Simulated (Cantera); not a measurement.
Input: 1 mol CH3SiCl3, 850 mol H2, equilibrated at 1552 °C and 3800 Pa.

These are equilibrium values from Cantera (NASA tables, ideal gas, pure condensed phases), not measurements of a reactor. Candidate condensed phases: C, C6H6, C7H8, C8H18, Si, SiC; 109 gas species. The feed counts by its element totals alone. The numbers say what is thermodynamically allowed, not how fast it happens.

Base state: H2 0.994, HCl 0.00350, H 0.00225, Si 1.45e-5, C2H2 (acetylene) 1.05e-5 (mole fractions); condensed: SiC(s).

Task: What changes in the equilibrium state with this change: pressure from 3800 Pa to 100000 Pa?

Result: 
```tsv
species	before	after
H2	0.994	0.996
HCl	0.00350	0.00348
H	0.00225	0.000440
CH4	5.91e-6	3.92e-5
SiCl2	4.46e-6	1.76e-5
C2H2 (acetylene)	1.05e-5	6.64e-7
Si	1.45e-5	2.20e-6
SiH2	4.30e-6	1.72e-5
SiC(s), mol	0.977	0.965
```
Gases not in the tables: Si2H6 and higher silanes.
